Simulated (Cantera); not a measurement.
Cantera run, input and output.

```python
import numpy as np
import cantera as ct

gas = ct.Solution("h2o2.yaml")


def delay(T, t_max=10):
    gas.TPX = T, 370000, {'H2': 1, 'O2': 1.22, 'N2': 7.2, 'H2O': 1.7}
    reactor = ct.IdealGasConstPressureReactor(gas, clone=False)
    net = ct.ReactorNet([reactor])
    net.rtol, net.atol = 1e-8, 1e-16
    while net.time < t_max:
        t_old, T_old = net.time, reactor.T
        net.step()
        if reactor.T > T + 400:  # ignition: a rise of 400 K
            return t_old + (T + 400 - T_old) / (reactor.T - T_old) * (net.time - t_old)
    return np.nan


taus = []
for T in [875, 925, 975, 1025, 1075, 1125]:
    taus.append(delay(T))
    print(f"T0 = {T:6g} K   tau = {taus[-1]:.4e} s")
```

It prints:

```
T0 =    875 K   tau = 9.6342e-01 s
T0 =    925 K   tau = 2.3790e-01 s
T0 =    975 K   tau = 6.6430e-02 s
T0 =   1025 K   tau = 2.0232e-02 s
T0 =   1075 K   tau = 6.4650e-03 s
T0 =   1125 K   tau = 2.0442e-03 s
```

Cantera simulation using the H2/O2 subset of GRI-Mech 3.0, which has no nitrogen chemistry; the numbers are that mechanism's predictions, not measurements. The hydrogen kinetics of GRI-Mech 3.0 are dated; newer H2 mechanisms differ, most at raised pressure. Below about 950 K walls govern HO2 and H2O2 in real vessels.
